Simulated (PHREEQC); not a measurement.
# Acid rinse or clean: speciation

Consider water at 25 °C and 10 atm with 0.23 mmol/kgw HCl and 3.2 mmol/kgw KCl. Closed to the air; pH follows from the charge balance.

All values are PHREEQC results (ion-association model, phreeqc.dat), not measurements.

```json
{
 "pH": "3.66",
 "ionic_strength": "0.00343 mol/kgw",
 "specific_conductance": "552 µS/cm",
 "total_alkalinity": "-0.230 meq/kg"
}
```

```
species  molality  activity   log γ
-------  --------  --------  ------
Cl-       0.00343   0.00322  -0.028
K+        0.00320   0.00300  -0.028
H+       0.000230  0.000217  -0.025
```

Precipitation was switched off in this run. Complexes and solids missing from the database can't appear.
